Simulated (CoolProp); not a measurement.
Vapour-liquid equilibrium of n-pentane (1) + the fluoroketone C6F12O (FK-5-1-12) (2) at 304 K; x and y are mole fractions of (1).

The numbers come from the multi-fluid Helmholtz-energy mixture model, Thol 2019 and McLinden 2015; pair parameters Bell 2016 in CoolProp.

```tsv
x	bubble pressure, mixture model (kPa)	bubble pressure, Raoult's law (kPa)	y, mixture model	y, Raoult's law
0.05	63.00	53.04	0.218	0.080
0.125	78.65	55.53	[?]	0.190
0.2	90.92	58.01	0.524	0.291
0.275	99.46	60.50	0.589	0.384
0.35	[?]	62.98	0.628	0.470
0.425	[?]	65.47	0.650	0.549
0.5	108.7	67.95	[?]	0.622
0.575	109.2	70.44	0.669	0.690
0.65	109.3	72.92	[?]	0.753
0.725	109.2	75.41	0.679	0.813
0.8	108.6	77.90	0.695	0.868
0.875	105.7	80.38	[?]	0.920
0.95	97.10	82.87	0.837	0.969
```

Question: What belongs in the gaps?

Answer: 
- 0.125, y, mixture model: 0.413
- 0.35, bubble pressure, mixture model (kPa): 104.7
- 0.425, bubble pressure, mixture model (kPa): 107.5
- 0.5, y, mixture model: 0.662
- 0.65, y, mixture model: 0.673
- 0.875, y, mixture model: 0.735

The largest gap from Raoult's law is +66.2 % in bubble pressure, at x = 0.35. y crosses x between x = 0.65 and 0.725: the model has an azeotrope there.

The pair parameters rest on a limited set of measurements; away from them the model extrapolates. With so large a gap from Raoult's law the liquid may split in two, which this calculation doesn't test in full.
